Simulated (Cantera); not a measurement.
Standard-state values (1 bar) from the NASA 1993 polynomials, evaluated with Cantera. Values are per mole of reaction as written; species without (g) are pure solids or liquids, kept so even where they would boil at 1 bar.

4 PH3(g) + 10 O(g) → 12 H(g) + P4O10

```csv
T (K),ΔH° (kJ),ΔS° (J/K),ΔG° (kJ),log10 K
375,-2899.2,-821.8,-2591.0,360.90
425,[?],[?],[?],[?]
475,[?],[?],[?],[?]
525,-2878.2,-775.2,-2471.3,245.88
575,[?],[?],[?],[?]
625,-2861.7,-746.3,-2395.2,200.18
675,[?],[?],[?],[?]
```

Some entries are withheld; supply them.


- 425, ΔH° (kJ): -2892.8
- 425, ΔS° (J/K): -805.9
- 425, ΔG° (kJ): -2550.3
- 425, log10 K: 313.44
- 475, ΔH° (kJ): -2885.8
- 475, ΔS° (J/K): -790.3
- 475, ΔG° (kJ): -2510.4
- 475, log10 K: 276.06
- 575, ΔH° (kJ): -2870.2
- 575, ΔS° (J/K): -760.5
- 575, ΔG° (kJ): -2432.9
- 575, log10 K: 221.01
- 675, ΔH° (kJ): -2852.7
- 675, ΔS° (J/K): -732.5
- 675, ΔG° (kJ): -2358.3
- 675, log10 K: 182.49
